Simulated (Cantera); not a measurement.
Input: 1 mol SiCl₄, 0.2 mol O₃, 0.36 mol H₂, 1.6 mol NO, at 1.00 bar.

Method: chemical equilibrium by Gibbs-energy minimisation in Cantera with the NASA 1993 tables (ideal gas, pure condensed phases). Candidate condensed phases: H₂O, NH₄Cl, Si, SiO₂, Si₂N₂O, Si₃N₄; 47 gas species. The tables hold silica as quartz up to 1696 K and as liquid above; real silica turns to tridymite and cristobalite and melts near 1996 K. The numbers say what is thermodynamically allowed, not how fast it happens. All values below are at 1923 K.

Base state: Cl 0.290, Cl₂ 0.285, N₂ 0.209, HCl 0.188, O₂ 0.0253, NO 0.00110, ClO 0.000739, H₂O 0.000214 (mole fractions); condensed: SiO₂(condensed).

Q: What changes in the equilibrium state with this change: O₃ from 0.2 to 3.8 mol?

A: 
```
species                 before     after
--------------------  --------  --------
O₂                      0.0253     0.580
Cl                       0.290     0.164
Cl₂                      0.285    0.0913
N₂                       0.209    0.0831
HCl                      0.188    0.0752
SiCl₄                 0.000152   6.84e-7
NO₂                    7.57e-7   1.09e-5
O                      5.76e-5  0.000276
OH                     3.77e-5  0.000127
NO                     0.00110   0.00332
SiO₂(condensed), mol     0.999     1.000
```
